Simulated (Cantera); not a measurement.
Feed: 1 mol PbO, 8.3 mol H2, 7.8 mol CO, equilibrated at 1000 Pa.

Equilibrium computed with Cantera from the NASA thermochemical tables; the gas is ideal and each condensed phase is pure. Candidate condensed phases: C, C6H6, C7H8, C8H18, H2O, Pb, PbO, PbO2, Pb3O4; 113 gas species. Equilibrium is a limit: real reactors are often held back by kinetics, nucleation or transport.

x: gas mole fraction; n: condensed amount in mol.

```json
[
 {"T (K)": "1023", "x H2": "0.486", "x CO": "0.449", "x Pb": "0.00267", "x H2O": "0.0281", "x CO2": "0.0339", "x H": "2.89e-8", "x PbO": "5.93e-10", "n Pb(l)": "0.957"},
 {"T (K)": "1073", "x H2": "0.481", "x CO": "0.450", "x Pb": "[?]", "x H2O": "0.0306", "x CO2": "[?]", "x H": "[?]", "x PbO": "[?]", "n Pb(l)": "[?]"},
 {"T (K)": "1123", "x H2": "0.473", "x CO": "0.447", "x Pb": "0.0183", "x H2O": "0.0327", "x CO2": "0.0283", "x H": "2.93e-7", "x PbO": "1.75e-8", "n Pb(l)": "0.700"},
 {"T (K)": "1173", "x H2": "0.460", "x CO": "0.439", "x Pb": "0.0422", "x H2O": "0.0340", "x CO2": "0.0255", "x H": "7.99e-7", "x PbO": "7.58e-8", "n Pb(l)": "0.291"},
 {"T (K)": "1223", "x H2": "0.450", "x CO": "0.433", "x Pb": "0.0585", "x H2O": "0.0353", "x CO2": "0.0232", "x H": "2.02e-6", "x PbO": "1.86e-7", "n Pb(l)": "0"},
 {"T (K)": "1273", "x H2": "0.448", "x CO": "0.435", "x Pb": "0.0585", "x H2O": "0.0369", "x CO2": "0.0216", "x H": "4.78e-6", "x PbO": "3.15e-7", "n Pb(l)": "0"},
 {"T (K)": "1323", "x H2": "0.447", "x CO": "0.436", "x Pb": "0.0585", "x H2O": "0.0383", "x CO2": "0.0201", "x H": "1.06e-5", "x PbO": "5.10e-7", "n Pb(l)": "0"},
 {"T (K)": "1373", "x H2": "0.446", "x CO": "0.437", "x Pb": "0.0585", "x H2O": "0.0396", "x CO2": "0.0189", "x H": "2.22e-5", "x PbO": "7.95e-7", "n Pb(l)": "0"},
 {"T (K)": "1423", "x H2": "0.445", "x CO": "0.438", "x Pb": "0.0585", "x H2O": "0.0407", "x CO2": "0.0177", "x H": "4.43e-5", "x PbO": "1.20e-6", "n Pb(l)": "0"},
 {"T (K)": "1473", "x H2": "0.444", "x CO": "0.439", "x Pb": "0.0585", "x H2O": "0.0418", "x CO2": "0.0167", "x H": "[?]", "x PbO": "[?]", "n Pb(l)": "0"},
 {"T (K)": "1523", "x H2": "0.443", "x CO": "0.440", "x Pb": "0.0585", "x H2O": "0.0427", "x CO2": "0.0158", "x H": "0.000154", "x PbO": "2.50e-6", "n Pb(l)": "0"},
 {"T (K)": "1573", "x H2": "0.442", "x CO": "0.441", "x Pb": "0.0585", "x H2O": "0.0435", "x CO2": "0.0150", "x H": "0.000270", "x PbO": "3.49e-6", "n Pb(l)": "0"},
 {"T (K)": "1623", "x H2": "0.441", "x CO": "0.442", "x Pb": "0.0585", "x H2O": "0.0442", "x CO2": "0.0143", "x H": "0.000459", "x PbO": "4.75e-6", "n Pb(l)": "0"}
]
```

**Question.** Fill in the missing entries.

**Answer.** 
- 1073, x Pb: 0.00731
- 1073, x CO2: 0.0310
- 1073, x H: 9.72e-8
- 1073, x PbO: 3.50e-9
- 1073, n Pb(l): 0.881
- 1473, x H: 8.43e-5
- 1473, x PbO: 1.76e-6
